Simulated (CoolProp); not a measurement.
Properties of water along the isotherm 882.4 K (Tc = 647.1 K, pc = 22.06 MPa, ω = 0.344).

Computed with CoolProp (reference Helmholtz-energy equation of state, Wagner 2002).

| p (MPa) | phase | density (kg/m³) | speed of sound (m/s) |
|---|---|---|---|
| 12.5 | gas | (withheld) | 699.4 |
| 25 | supercritical | 69.51 | 682.6 |
| 37.5 | supercritical | 111.7 | (withheld) |
| 50 | supercritical | (withheld) | 665.9 |
| 62.5 | supercritical | (withheld) | 672.5 |
| 75 | supercritical | (withheld) | (withheld) |
| 87.5 | supercritical | 316.4 | (withheld) |
| 100 | supercritical | (withheld) | 765.3 |

Task: Some entries are withheld; supply them.

Result: 
- 12.5, density (kg/m³): 32.56
- 37.5, speed of sound (m/s): 670.3
- 50, density (kg/m³): 159.4
- 62.5, density (kg/m³): 211.4
- 75, density (kg/m³): 264.9
- 75, speed of sound (m/s): 691.9
- 87.5, speed of sound (m/s): 723.8
- 100, density (kg/m³): 363.1
